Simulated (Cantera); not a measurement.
Input: 1 mol C2F6, 0.014 mol CH4, 17 mol H2, at 2602 °C and 20000 Pa.

These are equilibrium values from Cantera (NASA tables, ideal gas, pure condensed phases), not measurements of a reactor. Candidate condensed phases: C, C6H6, C7H8, C8H18; 95 gas species. The feed counts by its element totals alone. The numbers say what is thermodynamically allowed, not how fast it happens.

Base state: H2 0.530, HF 0.273, H 0.172, C2H2 (acetylene) 0.0226, C2H 0.00104, F 0.000434, C4H2 0.000400, C3 0.000387 (mole fractions); condensed: C(graphite).

**Question.** What changes in the equilibrium state with this change: temperature from 2602 °C to 3052 °C?

**Answer.** 
| species | before | after |
|---|---|---|
| H | 0.172 | 0.460 |
| H2 | 0.530 | 0.280 |
| HF | 0.273 | 0.221 |
| C2H2 (acetylene) | 0.0226 | 0.0151 |
| C4 | 9.03e-7 | 3.81e-5 |
| C2 | 3.84e-5 | 0.00141 |
| C | 7.32e-5 | 0.00251 |
| C5 | 4.78e-6 | 0.000132 |
| C(graphite), mol | 0.907 | 0 |

**Question.** What changes in the equilibrium state with this change: temperature from 2602 °C to 950 °C?

**Answer.** 
```json
[
 {"species": "H2", "before": "0.530", "after": "0.699"},
 {"species": "HF", "before": "0.273", "after": "0.300"},
 {"species": "CH4", "before": "5.03e-6", "after": "0.00130"},
 {"species": "H", "before": "0.172", "after": "5.62e-7"},
 {"species": "C2H2 (acetylene)", "before": "0.0226", "after": "1.09e-7"},
 {"species": "C2H", "before": "0.00104", "after": "<1e-9"},
 {"species": "F", "before": "0.000434", "after": "<1e-9"},
 {"species": "C(graphite), mol", "before": "0.907", "after": "1.99"}
]
```
